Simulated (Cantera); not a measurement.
Input: 1 mol Ca(OH)2, 0.46 mol H2, 2.4 mol O2, at 58.0 mbar.

These are equilibrium values from Cantera (NASA tables, ideal gas, pure condensed phases), not measurements of a reactor. Candidate condensed phases: Ca, CaO, Ca(OH)2, H2O; 14 gas species. Kinetics and transport are ignored.

Q: Which condensed phases are stable at each of these points (T (°C)): 350, 400, 450, 500, 550, 600, 650, 700?

A: 
```
T (°C)     condensed phases  Ca condensed (%)
------  -------------------  ----------------
350     CaO(s) + Ca(OH)2(s)             100.0
400                  CaO(s)             100.0
450                  CaO(s)             100.0
500                  CaO(s)             100.0
550                  CaO(s)             100.0
600                  CaO(s)             100.0
650                  CaO(s)             100.0
700                  CaO(s)             100.0
```

At 350 °C the condensed part is CaO(s) + Ca(OH)2(s). From 400 °C to 700 °C the condensed part is CaO(s).
